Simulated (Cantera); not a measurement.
Charge: 1 mol borazine, 1.1 mol O2, held at 1673.15 K and 0.000180 bar.

Method: chemical equilibrium by Gibbs-energy minimisation in Cantera with the NASA 1993 tables (ideal gas, pure condensed phases). Candidate condensed phases: B, BN, B2O3, B3O3H3, H2O; 39 gas species. The feed counts by its element totals alone. The numbers say what is thermodynamically allowed, not how fast it happens.

Base state: H2 0.530, N2 0.198, HBO 0.105, B2O2 0.101, B2O3 0.0301, BO 0.0253, H 0.00619, HBO2 0.00384 (mole fractions); condensed: BN(s).

Q: What changes in the equilibrium state with this change: temperature from 1673.15 K to 2098.15 K?

A: 
```csv
species,before,after
H2,0.530,0.342
BO,0.0253,0.238
N2,0.198,0.216
H,0.00619,0.134
B2O3,0.0301,1.87e-5
B2O2,0.101,0.0145
HBO,0.105,0.0458
B,1.07e-7,0.00351
BN,1.94e-9,1.88e-5
BH,1.00e-8,4.48e-5
HBO2,0.00384,8.89e-6
B2O,1.32e-5,0.00444
"BN(s), mol",0.973,0
"B(s), mol",0,0.743
```
The tables' values for BH2 are old estimates; treat these amounts as uncertain.

Q: What changes in the equilibrium state with this change: temperature from 1673.15 K to 2123 K?

A: 
```tsv
species	before	after
H2	0.530	0.328
BO	0.0253	0.244
N2	0.198	0.213
H	0.00619	0.153
B2O3	0.0301	1.18e-5
B2O2	0.101	0.0113
HBO	0.105	0.0403
B	1.07e-7	0.00508
BN	1.94e-9	2.55e-5
BH	1.00e-8	5.85e-5
BN(s), mol	0.973	0
B(s), mol	0	0.728
```
The tables' values for BH2 are old estimates; treat these amounts as uncertain.
